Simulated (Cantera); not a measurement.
An isothermal, constant-pressure homogeneous reactor starts with H₂ : O₂ = 0.056 : 1 (molar parts), at 1400 K and 1330 Pa. Integrator tolerance rtol = 1e-08.

Cantera simulation using GRI-Mech 3.0 (53 species, 325 reactions); the numbers are that mechanism's predictions, not measurements. Radical loss at walls, strong at low pressure, is not modelled. The temperature is held fixed by assumption; the heat of reaction is taken as removed at once.

Question: What does this change do: pressure from 1330 Pa to 390 Pa?

Answer: 
```csv
quantity,before,after
x(H₂) at 10.0 s,4.21e-7 (gas-phase equilibrium 2.20e-7),1.69e-5 (gas-phase equilibrium 4.08e-7)
x(O₂) at 10.0 s,0.945 (gas-phase equilibrium 0.945),0.945 (gas-phase equilibrium 0.945)
x(H) at 10.0 s,5.24e-8 (gas-phase equilibrium 1.99e-8),1.34e-5 (gas-phase equilibrium 5.01e-8)
x(O) at 10.0 s,1.53e-5 (gas-phase equilibrium 8.02e-6),0.000617 (gas-phase equilibrium 1.48e-5)
x(OH) at 10.0 s,0.000135 (gas-phase equilibrium 9.77e-5),0.000853 (gas-phase equilibrium 0.000133)
x(H₂O₂) at 10.0 s,9.65e-10 (gas-phase equilibrium 6.83e-10),3.19e-9 (gas-phase equilibrium 3.69e-10)
```

Question: What does this change do: pressure from 1330 Pa to 150 Pa?

Answer: 
| quantity | before | after |
|---|---|---|
| x(H₂) at 10.0 s | 4.21e-7 (gas-phase equilibrium 2.20e-7) | 0.000272 (gas-phase equilibrium 6.57e-7) |
| x(O₂) at 10.0 s | 0.945 (gas-phase equilibrium 0.945) | 0.933 (gas-phase equilibrium 0.945) |
| x(H) at 10.0 s | 5.24e-8 (gas-phase equilibrium 1.99e-8) | 0.000901 (gas-phase equilibrium 1.02e-7) |
| x(O) at 10.0 s | 1.53e-5 (gas-phase equilibrium 8.02e-6) | 0.0103 (gas-phase equilibrium 2.39e-5) |
| x(OH) at 10.0 s | 0.000135 (gas-phase equilibrium 9.77e-5) | 0.00341 (gas-phase equilibrium 0.000169) |
| x(H₂O₂) at 10.0 s | 9.65e-10 (gas-phase equilibrium 6.83e-10) | 4.69e-9 (gas-phase equilibrium 2.29e-10) |
